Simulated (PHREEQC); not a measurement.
H2SO4 is added in steps, without added water, to 1 kg of water holding 0.0011 mol HF, 0.0084 mol NH4HF2 and 0.0024 mol H3PO4, at 25 °C. O2 is buffered at 0.21 atm. CO2 from the air is kept out. Nothing may precipitate in this run.

Base run: PHREEQC, ion-association model, phreeqc.dat. Each further column changes one thing. The table gives HSO4- (mol/kgw).

```
H2SO4 added (mol)      base  Debye-Hückel limiting law  all activity coefficients set to 1  Davies equation for every ion  database wateq4f.dat
-----------------  --------  -------------------------  ----------------------------------  -----------------------------  --------------------
0                         0                          0                                   0                              0                     0
0.000285            2.06e-5                    1.98e-5                             2.48e-5                        2.04e-5               1.99e-5
0.00057             4.49e-5                    4.30e-5                             5.43e-5                        4.44e-5               4.34e-5
0.000855            7.32e-5                    7.00e-5                                 [?]                        7.24e-5               7.07e-5
0.00114            0.000106                   0.000101                            0.000129                       0.000105              0.000102
0.001425           0.000143                   0.000136                                 [?]                       0.000141              0.000138
0.00171            0.000185                   0.000176                                 [?]                       0.000183              0.000179
0.00209            0.000250                   0.000237                                 [?]                       0.000246              0.000242
0.002375           0.000304                   0.000288                            0.000377                       0.000300              0.000295
0.00266            0.000365                   0.000344                            0.000454                       0.000359              0.000354
0.002945           0.000430                   0.000406                            0.000538                       0.000424              0.000419
0.00323            0.000502                   0.000473                            0.000629                       0.000495              0.000490
0.003515           0.000580                   0.000544                            0.000728                       0.000571              0.000566
0.0038             0.000663                   0.000621                                 [?]                       0.000652              0.000648
```

Q: Some entries are withheld; supply them.

A: 
- 0.000855, all activity coefficients set to 1: 8.89e-5
- 0.001425, all activity coefficients set to 1: 0.000175
- 0.00171, all activity coefficients set to 1: 0.000228
- 0.00209, all activity coefficients set to 1: 0.000309
- 0.0038, all activity coefficients set to 1: 0.000835

 wateq4f.dat counts part of the HF as a dimer, H2F2, which phreeqc.dat doesn't know; its constant is uncertain. H3PO4, which wateq4f.dat lacks, is added to it with the constant of phreeqc.dat. phreeqc.dat and wateq4f.dat share most of their constants, so their agreement is no independent check.
